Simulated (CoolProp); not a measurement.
Properties of R236EA along the isotherm 361.5 K (Tc = 412.4 K, pc = 3.414 MPa, ω = 0.368).

The numbers come from the reference Helmholtz-energy equation of state, Rui 2013 in CoolProp.

```
p (MPa)   phase  cp (kJ/(kg K))  cv (kJ/(kg K))  Joule-Thomson coefficient (K/MPa)
-------  ------  --------------  --------------  ---------------------------------
0.427       gas          0.9868          0.9062                              13.66
0.853       gas           1.061          0.9308                              15.81
1.28     liquid           1.455          0.9716                             0.3330
1.71     liquid           1.442          0.9701                             0.2969
2.13     liquid           1.431          0.9688                             0.2656
2.56     liquid           1.420          0.9678                             0.2369
2.99     liquid           1.411          0.9668                             0.2110
3.41     liquid           1.403          0.9660                             0.1879
3.84     liquid           1.395          0.9653                             0.1664
4.27     liquid           1.388          0.9647                             0.1465
4.69     liquid           1.381          0.9642                             0.1286
5.12     liquid           1.375          0.9637                             0.1115
```
